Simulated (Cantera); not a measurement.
## Fluorocarbon and chlorocarbon gases: c-C4F8 + Si + H2

Charge: 1 mol c-C4F8, 0.0075 mol Si, 2.9 mol H2, at 0.100 bar.

Method: chemical equilibrium by Gibbs-energy minimisation in Cantera with the NASA 1993 tables (ideal gas, pure condensed phases). Candidate condensed phases: C, C6H6, C7H8, C8H18, Si, SiC; 113 gas species. The feed counts by its element totals alone. Gases not in the tables: C2F6 and larger saturated fluorocarbons. Kinetics and transport are ignored.

```csv
T (°C),log p HF,log p F,log p CF2,log p CF4,n C(graphite)
1202,-1.04,-6.41,-5.57,-2.07,3.46
1352,-1.04,-5.37,-4.66,-2.07,3.46
1502,-1.04,-4.51,-3.90,-2.07,3.45
1652,-1.04,-3.79,-3.28,-2.09,3.44
1802,-1.05,-3.18,-2.76,-2.14,3.41
1952,-1.06,-2.68,-2.36,-2.27,3.34
2102,-1.07,-2.29,-2.12,-2.59,3.27
2252,-1.09,-2.02,-2.07,-3.19,3.30
```
log p: log10 of the partial pressure in bar; n: condensed amount in mol.

From 1202 °C to 2252 °C the condensed part is C(graphite). The main Si-bearing gas is SiF4 throughout.
